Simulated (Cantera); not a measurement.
Mixture: 3.11 % CH4, 7.61 % H2, 18.7 % O2, 70.5 % N2, equivalence ratio 0.54, at 10.0 bar, adiabatic and at constant volume. Ignition delay is the time to a rise of 400 K.

Cantera simulation using GRI-Mech 3.0 (53 species, 325 reactions); the numbers are that mechanism's predictions, not measurements.

Question: Predict: delay at 1125 K; delay at 1275 K; delay at 1425 K; delay at 1575 K; delay at 1725 K; apparent activation energy between 1650 and 1800 K.

Answer: 
```
Item                                                   Result
--------------------------------------------------  ---------
delay at 1125 K                                      0.747 ms
delay at 1275 K                                       36.9 µs
delay at 1425 K                                       9.02 µs
delay at 1575 K                                       3.85 µs
delay at 1725 K                                       2.10 µs
apparent activation energy between 1650 and 1800 K  87 kJ/mol
```
